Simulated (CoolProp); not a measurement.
A Linde-Hampson liquefier for dry air: isothermal reversible compression at 280 K from 1 atm to 15 MPa, throttling to 1 atm, return gas leaving the recuperator 10 K below the feed. Each further row changes one setting.

The numbers come from the reference Helmholtz-energy equation of state, Lemmon 2000 in CoolProp. It is a pseudo-pure fit of the blend.

```csv
case,liquid yield per pass,compression work (kJ/kg of gas)
as stated,?,398
high pressure 30 MPa,0.099,?
warm-end temperature 310 K,?,444
warm-end gap 15 K,0.046,398
```

Question: Some entries are withheld; supply them.

Answer: 
- as stated, liquid yield per pass: 0.058
- high pressure 30 MPa, compression work (kJ/kg of gas): 455
- warm-end temperature 310 K, liquid yield per pass: 0.037
